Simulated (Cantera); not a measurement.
A closed system holds: 1 mol Fe₂O₃, 2.3 mol SO₃, 7.5 mol H₂O, held at 5600 Pa.

Method: chemical equilibrium by Gibbs-energy minimisation in Cantera with the NASA 1993 tables (ideal gas, pure condensed phases). Candidate condensed phases: Fe, FeO, Fe(OH)₂, Fe(OH)₃, FeS, FeSO₄, FeS₂, Fe₂O₃, Fe₂(SO₄)₃, Fe₃O₄, H₂O, H₂SO₄, S; 22 gas species. The numbers say what is thermodynamically allowed, not how fast it happens.

Problem. Which condensed phases are stable at each of these points (T (K)): 650, 750, 850, 950, 1050, 1150, 1250, 1350, 1450, 1550?

Solution. 
```csv
T (K),condensed phases,Fe condensed (%)
650,Fe₂O₃(s) + Fe₂(SO₄)₃(s),100.0
750,Fe₂O₃(s) + Fe₂(SO₄)₃(s),100.0
850,Fe₂O₃(s),100.0
950,Fe₂O₃(s),100.0
1050,Fe₂O₃(s),100.0
1150,Fe₂O₃(s),100.0
1250,Fe₂O₃(s),100.0
1350,Fe₂O₃(s),100.0
1450,Fe₂O₃(s),100.0
1550,Fe₃O₄(s),100.0
```

From 650 K to 750 K the condensed part is Fe₂O₃(s) + Fe₂(SO₄)₃(s). From 850 K to 1450 K the condensed part is Fe₂O₃(s). At 1550 K the condensed part is Fe₃O₄(s).
